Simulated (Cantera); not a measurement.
## Stirred combustor or abatement burner

A perfectly stirred reactor is fed with CO : H₂ : O₂ : N₂ = 1 : 0.072 : 0.447 : 1.68 (molar parts), at 4.93 atm; it is adiabatic with a 775 K inlet, and is followed from long to short residence time, starting on the burning branch (τ in s: 0.19, 0.071, 0.026, 0.0099, 0.0037, 0.0014, 0.00051, 0.00019, 7.1e-05, 2.7e-05).

Cantera simulation using GRI-Mech 3.0 (53 species, 325 reactions); the numbers are that mechanism's predictions, not measurements. The hydrogen kinetics of GRI-Mech 3.0 are dated; newer H2 mechanisms differ, most at raised pressure.

| τ (s) | T (K) | x CO | x H₂ | x O₂ | x H₂O₂ | x N₂O |
|---|---|---|---|---|---|---|
| 0.19 | 2669 | 0.0944 | 0.00121 | 0.0115 | 5.29e-8 | 6.72e-7 |
| 0.071 | 2667 | 0.0946 | 0.00121 | 0.0116 | 5.31e-8 | 6.75e-7 |
| 0.026 | 2664 | 0.0951 | 0.00122 | 0.0119 | 5.36e-8 | 6.81e-7 |
| 0.0099 | 2654 | 0.0964 | 0.00124 | 0.0127 | 5.49e-8 | 6.95e-7 |
| 0.0037 | 2630 | 0.0996 | 0.00129 | 0.0146 | 5.80e-8 | 7.32e-7 |
| 0.0014 | 2575 | 0.107 | 0.00140 | 0.0186 | 6.59e-8 | 8.05e-7 |
| 0.00051 | 2467 | 0.119 | 0.00163 | 0.0253 | 8.85e-8 | 9.02e-7 |
| 0.00019 | 2314 | 0.136 | 0.00194 | 0.0332 | 1.40e-7 | 9.49e-7 |
| 7.1e-5 | 2131 | 0.154 | 0.00224 | 0.0413 | 2.48e-7 | 9.32e-7 |
| 2.7e-5 | 1913 | 0.175 | 0.00243 | 0.0516 | 5.14e-7 | 8.92e-7 |
x: mole fraction; the columns are a selection and need not sum to one.
